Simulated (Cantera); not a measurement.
A perfectly stirred reactor is fed with 7.08 % H2, 44.2 % O2, 48.7 % N2, at 100000 Pa; it is held at 998 K, and followed from long to short residence time.

Detailed kinetics in Cantera: the H2/O2 subset of GRI-Mech 3.0, which has no nitrogen chemistry. The temperature is held fixed by assumption; the heat of reaction is taken as removed at once.

One state of this run: x H2 = 0.0216; x O2 = 0.428; x O = 4.05e-6; x H2O = 0.0504; x HO2 = 0.000113; x H2O2 = 0.000575; x OH = 3.05e-6. x: mole fraction; the columns are a selection and need not sum to one.

Which value of τ (s) does it belong to?
A. 0.85
B. 0.19
C. 0.0097
D. 0.043

D, 0.043
